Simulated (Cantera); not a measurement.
An adiabatic, constant-volume homogeneous reactor starts with CH4 : CO : O2 : N2 : H2 = 1 : 0.061 : 2.09 : 7.87 : 0.021 (molar parts), equivalence ratio 0.98, at 1348 K and 2.40 bar.

Cantera simulation using GRI-Mech 3.0 (53 species, 325 reactions); the numbers are that mechanism's predictions, not measurements.

One state of this run: T (K) = 2925; P (bar) = 5.41; x CH4 = <1e-12; x CO = 0.0402; x O2 = 0.0200; x C2H6 = <1e-12; x CH2 = <1e-12; x CO2 = 0.0523; x O = 0.00532. x: mole fraction; the columns are a selection and need not sum to one.

Which value of t (s) does it belong to?
A) 1.20
B) 0.000868
C) 0.000260
D) 7.00e-6

A, 1.20
